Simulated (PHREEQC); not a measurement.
1.9 g of hydrous ferric oxide (600 m²/g; 0.2 weak and 0.005 strong sites per Fe, Dzombak-Morel constants, diffuse double layer) in 1 kg of water with 0.05 mol/kgw of an inert sodium salt and 0.0011 mol ZnSO4, at 25 °C; the pH is set by adding NaOH or the inert anion's acid. O2 is buffered at 0.21 atm. The system is closed to CO2. No solid was allowed to form.

Equilibrium calculation in PHREEQC: ion-association model, wateq4f.dat.

```json
[
 {"pH": "3", "S sorbed (%)": "99.1", "Zn sorbed (%)": "0.0", "surface charge σ (C/m²)": "0.182", "surface potential ψ (mV)": "133"},
 {"pH": "3.5", "S sorbed (%)": "99.0", "Zn sorbed (%)": "0.0", "surface charge σ (C/m²)": "0.174", "surface potential ψ (mV)": "131"},
 {"pH": "4", "S sorbed (%)": "98.7", "Zn sorbed (%)": "0.2", "surface charge σ (C/m²)": "0.158", "surface potential ψ (mV)": "126"},
 {"pH": "4.5", "S sorbed (%)": "97.5", "Zn sorbed (%)": "1.8", "surface charge σ (C/m²)": "0.131", "surface potential ψ (mV)": "117"},
 {"pH": "5", "S sorbed (%)": "93.9", "Zn sorbed (%)": "6.9", "surface charge σ (C/m²)": "0.101", "surface potential ψ (mV)": "104"},
 {"pH": "5.5", "S sorbed (%)": "___", "Zn sorbed (%)": "13.7", "surface charge σ (C/m²)": "0.075", "surface potential ψ (mV)": "___"},
 {"pH": "6", "S sorbed (%)": "69.3", "Zn sorbed (%)": "35.0", "surface charge σ (C/m²)": "0.057", "surface potential ψ (mV)": "___"},
 {"pH": "6.5", "S sorbed (%)": "53.0", "Zn sorbed (%)": "71.9", "surface charge σ (C/m²)": "0.045", "surface potential ψ (mV)": "67"},
 {"pH": "7", "S sorbed (%)": "36.9", "Zn sorbed (%)": "92.4", "surface charge σ (C/m²)": "0.037", "surface potential ψ (mV)": "58"},
 {"pH": "7.5", "S sorbed (%)": "19.7", "Zn sorbed (%)": "98.3", "surface charge σ (C/m²)": "0.028", "surface potential ψ (mV)": "48"},
 {"pH": "8", "S sorbed (%)": "6.2", "Zn sorbed (%)": "99.7", "surface charge σ (C/m²)": "0.018", "surface potential ψ (mV)": "31"},
 {"pH": "8.5", "S sorbed (%)": "1.1", "Zn sorbed (%)": "99.9", "surface charge σ (C/m²)": "0.005", "surface potential ψ (mV)": "___"},
 {"pH": "9", "S sorbed (%)": "0.2", "Zn sorbed (%)": "100.0", "surface charge σ (C/m²)": "-0.008", "surface potential ψ (mV)": "-15"},
 {"pH": "9.5", "S sorbed (%)": "0.0", "Zn sorbed (%)": "100.0", "surface charge σ (C/m²)": "___", "surface potential ψ (mV)": "-40"},
 {"pH": "10", "S sorbed (%)": "0.0", "Zn sorbed (%)": "99.9", "surface charge σ (C/m²)": "-0.042", "surface potential ψ (mV)": "-63"},
 {"pH": "10.5", "S sorbed (%)": "0.0", "Zn sorbed (%)": "99.9", "surface charge σ (C/m²)": "-0.067", "surface potential ψ (mV)": "-84"},
 {"pH": "11", "S sorbed (%)": "0.0", "Zn sorbed (%)": "99.7", "surface charge σ (C/m²)": "-0.098", "surface potential ψ (mV)": "-102"}
]
```

Question: Fill in the missing entries.

Answer: 
- 5.5, S sorbed (%): 84.7
- 5.5, surface potential ψ (mV): 89
- 6, surface potential ψ (mV): 76
- 8.5, surface potential ψ (mV): 9
- 9.5, surface charge σ (C/m²): -0.023

The oxide is taken as insoluble; below pH 4 it would dissolve.
